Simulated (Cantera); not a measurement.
## Ignition delay

Mixture: H2 : O2 : N2 : H2O = 1 : 0.333 : 1.25 : 0.39 (molar parts), equivalence ratio 1.5, at 4.84 atm, adiabatic and at constant pressure. Ignition delay is the time to a rise of 400 K.

Cantera simulation using GRI-Mech 3.0 (53 species, 325 reactions); the numbers are that mechanism's predictions, not measurements. The hydrogen kinetics of GRI-Mech 3.0 are dated; newer H2 mechanisms differ, most at raised pressure.

```
T0 (K)  delay (ms)
------  ----------
1173         0.303
1248        0.0438
1323        0.0114
1398       0.00625
1473       0.00425
```

| Quantity | Result |
|---|---|
| apparent activation energy between 1323 and 1473 K | 110 kJ/mol |
